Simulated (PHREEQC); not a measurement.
Make-up at 25 °C: 0.0036 mol HF, 0.012 mol H2SiF6 and 3.6e-05 mol HNO3 per kg of water. Closed to the air; pH follows from the charge balance.

All values are PHREEQC results (ion-association model, wateq4f.dat), not measurements.

pH: 1.69
ionic strength: 0.0350 mol/kgw
total alkalinity: -75.6 meq/kg

```tsv
species	molality	activity	log γ
H+	0.0234	0.0203	-0.061
SiF6-2	0.0116	0.00590	-0.292
HF	0.00583	0.00587	0.003
H4SiO4	0.000441	0.000445	0.003
F-	0.000231	0.000193	-0.078
H2F2	8.92e-5	8.99e-5	0.003
NO3-	3.60e-5	2.99e-5	-0.081
HF2-	5.21e-6	4.35e-6	-0.078
```

Precipitation was switched off in this run. Saturation is exceeded, for instance for Quartz (slow to form), Chalcedony (slow to form); the values hold only as long as no solid forms. Species that the database lacks are ignored. SiF6-2 is the database's only silicon fluoride.
